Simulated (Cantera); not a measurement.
A perfectly stirred reactor is fed with 9.52 % CH4, 90.5 % H2, at 56.0 Pa; it is held at 1698 K, and followed from long to short residence time.

Detailed kinetics in Cantera: GRI-Mech 3.0 (53 species, 325 reactions). GRI-Mech 3.0 stops at C3 and has no aromatics, soot or wall deposition, so with more carbon than oxygen in the feed, carbon stays in small species such as C2H2 where larger ones or solid carbon would form. Radical loss at walls, strong at low pressure, is not modelled.

x: mole fraction; the columns are a selection and need not sum to one.

```csv
τ (s),x CH4,x H2,x CH2,x C2H4,x H,x C2H2
6.2,0.0497,0.928,1.39e-6,0.000253,[?],0.0199
2.4,0.0699,0.917,1.30e-6,0.000404,[?],0.0104
0.92,0.0873,0.908,7.64e-7,0.000377,[?],0.00263
0.36,0.0940,0.905,1.67e-7,0.000105,[?],0.000152
0.14,0.0950,0.905,2.55e-8,1.08e-5,[?],3.75e-6
0.053,0.0951,0.905,3.68e-9,7.11e-7,[?],7.13e-8
0.021,0.0952,0.905,5.70e-10,4.63e-8,[?],1.63e-9
0.0080,0.0952,0.905,7.84e-11,2.50e-9,[?],3.19e-11
0.0031,0.0952,0.905,1.04e-11,1.31e-10,[?],<1e-12
0.0012,0.0952,0.905,1.23e-12,5.93e-12,[?],<1e-12
0.00046,0.0952,0.905,<1e-12,<1e-12,[?],<1e-12
```

### Question
What belongs in the gaps?

### Answer

- 6.2, x H: 0.00126
- 2.4, x H: 0.00103
- 0.92, x H: 0.000679
- 0.36, x H: 0.000283
- 0.14, x H: 0.000106
- 0.053, x H: 3.98e-5
- 0.021, x H: 1.59e-5
- 0.0080, x H: 6.14e-6
- 0.0031, x H: 2.47e-6
- 0.0012, x H: 1.02e-6
- 0.00046, x H: 4.34e-7
